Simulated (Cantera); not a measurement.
Carbothermic reduction: Ta₂O₅ + CO + H₂ + C

Feed: 1 mol Ta₂O₅, 3.5 mol CO, 0.85 mol H₂, 4.3 mol C, equilibrated at 1.33 mbar.

Equilibrium computed with Cantera from the NASA thermochemical tables; the gas is ideal and each condensed phase is pure. Candidate condensed phases: C, C₆H₆, C₇H₈, C₈H₁₈, H₂O, Ta, TaC, Ta₂O₅; 113 gas species. Mutual solubility and eutectic melting of coexisting phases are not modelled. TaC: taken at fixed stoichiometry. Condensed phases not in the tables: Ta₂C, N, O or C dissolved in the metal. Rates play no part.

```csv
T (K),log p CO,log p H₂,log p H,log p TaO₂,log p TaO,log p CO₂,log p H₂O,log p OH,n TaC(s),n Ta₂O₅(s),n Ta(s),n Ta₂O₅(l)
1500,-2.93,-3.82,-6.66,-11.54,-13.13,-6.45,-6.92,-11.31,1.23,0.385,0,0
1550,-2.93,-3.82,-6.41,-10.81,-12.27,-6.45,-6.89,-10.96,1.23,0.385,0,0
1600,-2.93,-3.82,-6.17,-10.12,-11.46,-6.45,-6.86,-10.63,1.23,0.385,0,0
1650,-2.93,-3.82,-5.95,-9.48,-10.70,-6.45,-6.84,-10.31,1.23,0.385,0,0
1700,-2.93,-3.82,-5.74,-8.88,-9.99,-6.45,-6.81,-10.02,1.23,0.385,0,0
1750,-2.93,-3.82,-5.54,-8.31,-9.33,-6.45,-6.79,-9.74,1.23,0.385,0,0
1800,-2.93,-3.82,-5.36,-7.77,-8.70,-6.46,-6.77,-9.48,1.23,0.385,0,0
1850,-2.93,-3.83,-5.18,-7.27,-8.10,-6.46,-6.75,-9.24,1.23,0.385,0,0
1900,-2.93,-3.83,-5.02,-6.79,-7.54,-6.46,-6.74,-9.01,1.23,0.385,0,0
1950,-2.92,-3.91,-4.89,-6.37,-7.08,-6.40,-6.74,-8.77,0,0.138,1.72,0
2000,-2.92,-3.92,-4.75,-5.98,-6.70,-6.32,-6.66,-8.49,0,0.136,1.72,0
2050,-2.93,-3.93,-4.61,-5.61,-6.33,-6.25,-6.58,-8.22,0,0.132,1.72,0
2100,-2.93,-3.95,-4.48,-5.29,-5.99,-6.19,-6.52,-7.98,0,0,1.71,0.124
2150,-2.93,-3.98,-4.36,-4.98,-5.68,-6.14,-6.48,-7.75,0,0,1.70,0.108
```
log p: log10 of the partial pressure in bar; n: condensed amount in mol.

From 1500 K to 1900 K the condensed part is TaC(s) + Ta₂O₅(s). From 1950 K to 2050 K the condensed part is Ta(s) + Ta₂O₅(s). From 2100 K to 2150 K the condensed part is Ta(s) + Ta₂O₅(l).
